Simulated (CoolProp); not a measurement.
Isobutene along the isotherm 276.85 °C: fugacity coefficient from the reference equation and from simpler models built on Tc = 144.9 °C, pc = 4016 kPa, ω = 0.193; each cubic takes its own stable root.

Values from CoolProp's reference Helmholtz-energy equation of state, Lemmon 2005. It is a short technical equation, of lower accuracy than the large ones.

| p (kPa) | phase | reference |
|---|---|---|
| 63.5 | gas | 0.9978 |
| 103 | gas | 0.9965 |
| 166 | gas | 0.9943 |
| 268 | gas | 0.9908 |
| 433 | gas | 0.9852 |
| 699 | gas | 0.9762 |
| 1130 | gas | 0.9618 |
| 1820 | gas | 0.9391 |
| 2950 | gas | 0.9030 |
| 4760 | supercritical | 0.8481 |
| 7690 | supercritical | 0.7682 |
| 12400 | supercritical | 0.6683 |
| 20100 | supercritical | 0.5795 |

Question: How far does each simpler model (van der Waals, Redlich-Kwong, Soave-Redlich-Kwong, Peng-Robinson) lie from the reference over these 13 states: mean and median of the absolute difference, and the worst?

Answer: 
- van der Waals: mean 1.7 %, median 0.3 %, worst -7.1 % at 276.85 °C and 12400 kPa
- Redlich-Kwong: mean 0.9 %, median 0.3 %, worst -3.1 % at 276.85 °C and 12400 kPa
- Soave-Redlich-Kwong: mean 1.6 %, median 0.3 %, worst +8.7 % at 276.85 °C and 20100 kPa
- Peng-Robinson: mean 0.6 %, median 0.5 %, worst -1.8 % at 276.85 °C and 7690 kPa
